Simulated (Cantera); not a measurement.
An isothermal, constant-pressure homogeneous reactor starts with C2H4 : H2 = 1 : 3.2 (molar parts), at 1023 K and 0.132 atm.

Computed with Cantera and GRI-Mech 3.0 (53 species, 325 reactions). GRI-Mech 3.0 was tuned for natural gas; its chemistry of ethylene as a main component is partial and can be far from experiment. GRI-Mech 3.0 stops at C3 and has no aromatics, soot or wall deposition, so with more carbon than oxygen in the feed, carbon stays in small species such as C2H2 where larger ones or solid carbon would form.

Question: Predict: x(C2H4) at 20.0 s; x(H2) at 20.0 s; x(C2H6) at 20.0 s; x(H) at 20.0 s; x(CH4) at 20.0 s; x(C2H2) at 20.0 s.

Answer: 
```json
{
  "x(C2H4) at 20.0 s": "0.194 (gas-phase equilibrium 0.00235)",
  "x(H2) at 20.0 s": "0.735 (gas-phase equilibrium 0.379)",
  "x(C2H6) at 20.0 s": "0.0338 (gas-phase equilibrium 0.000216)",
  "x(H) at 20.0 s": "3.23e-7 (gas-phase equilibrium 7.03e-9)",
  "x(CH4) at 20.0 s": "0.0327 (gas-phase equilibrium 0.618)",
  "x(C2H2) at 20.0 s": "0.00493 (gas-phase equilibrium 0.000150)"
}
```
